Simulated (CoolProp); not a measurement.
Vapour pressure (MPa) of R1224YDZ: the reference equation beside estimates from Tc = 428.7 K, pc = 3.334 MPa, ω = 0.325. Clausius-Clapeyron is anchored at 335.4 K with a constant enthalpy of vaporisation of 21.42 kJ/mol.

The numbers come from the reference Helmholtz-energy equation of state, Akasaka 2023 in CoolProp.

```
T (K)  reference  Clausius-Clapeyron  van der Waals  Soave-Redlich-Kwong  Peng-Robinson
-----  ---------  ------------------  -------------  -------------------  -------------
268.3    0.04429                   ?         0.3679              0.04418        0.04492
277.8    0.06719             0.09499         0.4455              0.06698        0.06764
287.4    0.09899              0.1295         0.5342              0.09871        0.09910
297       0.1415              0.1730         0.6339               0.1413         0.1412
306.6     0.1971              0.2270         0.7451               0.1970         0.1961
316.2     0.2681              0.2929         0.8682               0.2685         0.2664
325.8     0.3572              0.3724          1.004               0.3585         0.3548
335.4     0.4670              0.4670          1.152               0.4697              ?
345       0.6005              0.5783              ?               0.6054         0.5975
354.6     0.7607              0.7078          1.489               0.7685         0.7581
364.1     0.9487              0.8556          1.676               0.9603         0.9474
373.7      1.172               1.026          1.879                1.188          1.173
383.3      1.433               1.219          2.097                1.454          1.436
392.9      1.735               1.437          2.330                1.761          1.742
```

Task: Fill in the missing entries.

Result: 
- 268.3, Clausius-Clapeyron: 0.06841
- 335.4, Peng-Robinson: 0.4642
- 345, van der Waals: 1.314

Absolute difference from the reference over all 14 rows, mean and median: Clausius-Clapeyron 17.3 and 13.7 %, van der Waals 238.8 and 163.9 %, Soave-Redlich-Kwong 0.7 and 0.5 %, Peng-Robinson 0.5 and 0.5 %.
